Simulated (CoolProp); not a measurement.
A Linde-Hampson liquefier for ethane: isothermal reversible compression at 320 K from 1 atm to 5 MPa, throttling to 1 atm, return gas leaving the recuperator 0 K below the feed. Each further row changes one setting.

Values from CoolProp's reference Helmholtz-energy equation of state, Bücker 2006.

```
case                        liquid yield per pass  compression work (kJ/kg of gas)
--------------------------  ---------------------  -------------------------------
as stated                                   0.175                              315
high pressure 10 MPa                        0.433                              338
warm-end temperature 350 K                  0.112                              354
warm-end gap 5 K                            0.165                              315
```
